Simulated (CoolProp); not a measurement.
A simple Rankine cycle with cyclohexane: condensing at 329.15 K, boiler at 0.308 MPa, turbine inlet 401 K, turbine efficiency 0.7, pump efficiency 0.8, no recuperator. Each further row changes one setting.

Computed with CoolProp (reference Helmholtz-energy equation of state, Zhou 2014).

```csv
case,thermal efficiency (%),net work (kJ/kg),heat in (kJ/kg),turbine exit temperature (K),volume ratio over the turbine
as stated,9.9,47.7,480,367.8,6.70
turbine inlet 421 K,9.8,50.7,518,388.6,6.66
condensing temperature 321.15 K,11.0,54.7,496,363.2,8.90
boiler pressure 0.216 MPa,8.2,39.9,483,374.6,4.66
turbine efficiency 0.6,8.5,40.8,480,372.0,6.78
```
